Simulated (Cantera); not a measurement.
What does this Cantera script print?

```python
import numpy as np
import cantera as ct

gas_names = """
    AL ALCL ALCL2 ALCL3 ALN AL2 AL2CL6 CL CL2 N N2
""".split()
cond_names = """
    AL(cr) AL(L) ALCL3(s) ALCL3(L) ALN(s)
""".split()


# ... load() reads the species with a 1 bar reference pressure and builds the phases ...
atoms = {
    'AlN': {'AL': 1, 'N': 1},
    'Cl2': {'CL': 2},
}
top_T = {'ALN(s)': 2750}  # K; cautious upper limits of use, not melting points


# ... equilibrate(T, P, feed) seeds the gas with the atoms and calls Mixture.equilibrate('TP', solver="vcs", rtol=1e-11, max_steps=5000) ...
results = []
feed = {'AlN': 1, 'Cl2': 1.6}  # mol
T = 1598.15  # K
P = 13332.2  # Pa
mix = equilibrate(T, P, feed)
results.append((T, P, feed, dict(zip(mix.species_names, mix.species_moles))))
x = sorted(zip(gas.X, gas.species_names), reverse=True)
print(f"T = {T:g} K  P = {P:g} Pa  gas = {mix.phase_moles(0):.4g} mol")
print("   x: " + "  ".join(f"{s} {v:.3e}" for v, s in x if v > 0.0001))
print("   condensed (mol): " + ("  ".join(f"{mix.phase(i).name} {mix.phase_moles(i):.4g}"
      for i in range(1, mix.n_phases) if mix.phase_moles(i) > 1e-12) or "none"))
```

Output:

```
T = 1598.15 K  P = 13332.2 Pa  gas = 1.645 mol
   x: ALCL3 6.079e-01  N2 3.040e-01  CL 5.452e-02  CL2 3.355e-02
   condensed (mol): none
```

Method: chemical equilibrium by Gibbs-energy minimisation in Cantera with the NASA 1993 tables (ideal gas, pure condensed phases). The tables' values for AlCl2 are old estimates; treat these amounts as uncertain.
